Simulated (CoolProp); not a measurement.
Sulfur hexafluoride along the isotherm 351.2 K: fugacity coefficient from the reference equation and from simpler models built on Tc = 318.7 K, pc = 3.755 MPa, ω = 0.210; each cubic takes its own stable root.

Values from CoolProp's reference Helmholtz-energy equation of state, Guder 2009.

```tsv
p (MPa)	phase	reference
0.512	gas	0.9673
1.02	gas	0.9353
1.54	gas	0.9029
2.05	gas	0.8716
2.56	gas	0.8406
3.07	gas	0.8100
3.58	gas	0.7796
4.1	supercritical	0.7489
4.61	supercritical	0.7190
5.12	supercritical	0.6893
5.63	supercritical	0.6601
```

**Question.** How far does each simpler model (Redlich-Kwong, Soave-Redlich-Kwong, Peng-Robinson) lie from the reference over these 11 states: mean and median of the absolute difference, and the worst?

**Answer.** 
- Redlich-Kwong: mean 1.3 %, median 1.3 %, worst -2.5 % at 351.2 K and 5.63 MPa
- Soave-Redlich-Kwong: mean 0.1 %, median 0.1 %, worst +0.3 % at 351.2 K and 5.63 MPa
- Peng-Robinson: mean 2.6 %, median 2.8 %, worst -4.1 % at 351.2 K and 5.63 MPa
